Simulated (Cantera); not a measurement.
A closed system holds: 1 mol SiCl4, 0.45 mol H2, at 752 °C and 13300 Pa.

Method: chemical equilibrium by Gibbs-energy minimisation in Cantera with the NASA 1993 tables (ideal gas, pure condensed phases). Candidate condensed phases: Si; 19 gas species. The tables' values for SiCl3 are old estimates; treat these amounts as uncertain. Kinetics and transport are ignored.

Base state: SiCl4 0.647, H2 0.270, HCl 0.0420, SiHCl3 0.0358, SiCl3 0.00448, SiCl2 0.000649, SiH2Cl2 0.000220 (mole fractions); condensed: gas only.

What changes in the equilibrium state with this change: temperature from 752 °C to 677 °C?


```
species    before    after
-------  --------  -------
SiCl4       0.647    0.659
H2          0.270    0.281
HCl        0.0420   0.0300
SiHCl3     0.0358   0.0283
SiCl2    0.000649  8.46e-5
SiCl3     0.00448  0.00129
```
